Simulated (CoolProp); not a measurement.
Nitrous oxide at 376.19 K and 1.4 MPa is throttled through a valve to 0.519 MPa with no heat exchange. Each further row changes one setting.

Model: reference Helmholtz-energy equation of state, Lemmon 2006, in CoolProp. It is a short technical equation, of lower accuracy than the large ones.

```json
[
 {"case": "as stated", "temperature change (K)": "-5.8", "final density (kg/m³)": "7.52"},
 {"case": "outlet pressure 0.156 MPa", "temperature change (K)": "-8.2", "final density (kg/m³)": "2.25"},
 {"case": "outlet pressure 0.675 MPa", "temperature change (K)": "-4.7", "final density (kg/m³)": "9.79"}
]
```
